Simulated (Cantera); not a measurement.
Feed: 1 mol Fe(CO)₅, 0.16 mol O₂, 36 mol H₂, 0.00015 mol CO₂, equilibrated at 133 Pa.

Equilibrium computed with Cantera from the NASA thermochemical tables; the gas is ideal and each condensed phase is pure. Candidate condensed phases: C, C₆H₆, C₇H₈, C₈H₁₈, Fe, Fe(CO)₅, FeO, Fe(OH)₂, Fe(OH)₃, Fe₂O₃, Fe₃O₄, H₂O; 114 gas species. The numbers say what is thermodynamically allowed, not how fast it happens.

### Question
At 650 °C, list the 4 most abundant gas species with their mole fractions, and the condensed phases.

### Answer
H₂ 0.872, CO 0.120, H₂O 0.00610, CO₂ 0.00172. Condensed: Fe(α).
